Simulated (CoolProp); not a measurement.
Computed with CoolProp (reference Helmholtz-energy equation of state, Lemmon 2006). It is a short technical equation, of lower accuracy than the large ones.

**Question.** For toluene, give the phase and the density (kg/m³), Joule-Thomson coefficient (K/MPa), isothermal compressibility (1/MPa), conductivity (mW/(m K)) at 324.6 K and 121 kPa; 466.8 K and 617 kPa.

**Answer.** 
- 324.6 K and 121 kPa: liquid; density 837, Joule-Thomson coefficient -0.422, isothermal compressibility 0.00112, conductivity 123
- 466.8 K and 617 kPa: gas; density 17.0, Joule-Thomson coefficient 20.2, isothermal compressibility 1.92, conductivity 25.9

Thermal conductivity comes from a separate model (Assael 2012).
